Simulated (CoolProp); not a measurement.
Saturated liquid density (kg/m³) of n-undecane: the reference equation beside estimates from Tc = 365.7 °C, pc = 19.90 bar, ω = 0.539. Rackett uses Z = 0.29056 − 0.08775 ω.

Values from CoolProp's reference Helmholtz-energy equation of state, Aleksandrov 2011. It is a short technical equation, of lower accuracy than the large ones.

```json
[
 {"T (°C)": "120.95", "reference": "662.5", "Rackett": "705.3", "van der Waals": "356.9", "Redlich-Kwong": "524.2", "Soave-Redlich-Kwong": "561.3", "Peng-Robinson": "632.5"},
 {"T (°C)": "126.65", "reference": "658.0", "Rackett": "700.2", "van der Waals": "354.6", "Redlich-Kwong": "520.3", "Soave-Redlich-Kwong": "557.9", "Peng-Robinson": "628.9"},
 {"T (°C)": "132.35", "reference": "653.4", "Rackett": "695.1", "van der Waals": "352.3", "Redlich-Kwong": "516.3", "Soave-Redlich-Kwong": "…", "Peng-Robinson": "625.2"},
 {"T (°C)": "138.15", "reference": "648.7", "Rackett": "689.9", "van der Waals": "349.9", "Redlich-Kwong": "512.1", "Soave-Redlich-Kwong": "550.8", "Peng-Robinson": "…"},
 {"T (°C)": "143.85", "reference": "644.0", "Rackett": "684.6", "van der Waals": "347.5", "Redlich-Kwong": "…", "Soave-Redlich-Kwong": "547.2", "Peng-Robinson": "617.4"},
 {"T (°C)": "149.65", "reference": "639.3", "Rackett": "679.3", "van der Waals": "345.1", "Redlich-Kwong": "503.7", "Soave-Redlich-Kwong": "543.4", "Peng-Robinson": "613.3"},
 {"T (°C)": "155.35", "reference": "634.5", "Rackett": "673.9", "van der Waals": "342.6", "Redlich-Kwong": "499.4", "Soave-Redlich-Kwong": "539.6", "Peng-Robinson": "609.1"},
 {"T (°C)": "161.05", "reference": "629.7", "Rackett": "668.5", "van der Waals": "340.2", "Redlich-Kwong": "495.0", "Soave-Redlich-Kwong": "535.6", "Peng-Robinson": "604.9"},
 {"T (°C)": "166.85", "reference": "624.8", "Rackett": "663.0", "van der Waals": "337.6", "Redlich-Kwong": "490.5", "Soave-Redlich-Kwong": "531.5", "Peng-Robinson": "600.4"},
 {"T (°C)": "172.55", "reference": "619.9", "Rackett": "657.4", "van der Waals": "335.0", "Redlich-Kwong": "485.9", "Soave-Redlich-Kwong": "527.3", "Peng-Robinson": "595.9"},
 {"T (°C)": "178.35", "reference": "614.9", "Rackett": "651.7", "van der Waals": "332.4", "Redlich-Kwong": "481.2", "Soave-Redlich-Kwong": "523.0", "Peng-Robinson": "591.2"},
 {"T (°C)": "184.05", "reference": "609.9", "Rackett": "646.0", "van der Waals": "329.7", "Redlich-Kwong": "476.5", "Soave-Redlich-Kwong": "518.6", "Peng-Robinson": "586.4"},
 {"T (°C)": "189.75", "reference": "604.8", "Rackett": "640.3", "van der Waals": "327.0", "Redlich-Kwong": "471.6", "Soave-Redlich-Kwong": "514.0", "Peng-Robinson": "581.4"},
 {"T (°C)": "195.55", "reference": "599.6", "Rackett": "634.3", "van der Waals": "324.2", "Redlich-Kwong": "466.6", "Soave-Redlich-Kwong": "509.3", "Peng-Robinson": "576.2"},
 {"T (°C)": "201.25", "reference": "594.3", "Rackett": "628.4", "van der Waals": "321.4", "Redlich-Kwong": "461.6", "Soave-Redlich-Kwong": "504.5", "Peng-Robinson": "571.0"}
]
```

What belongs in the gaps?


- 132.35, Soave-Redlich-Kwong: 554.5
- 138.15, Peng-Robinson: 621.3
- 143.85, Redlich-Kwong: 508.0

Absolute difference from the reference over all 15 rows, mean and median: Rackett 6.1 and 6.2 %, van der Waals 46.0 and 46.0 %, Redlich-Kwong 21.5 and 21.4 %, Soave-Redlich-Kwong 15.0 and 15.0 %, Peng-Robinson 4.1 and 3.9 %.
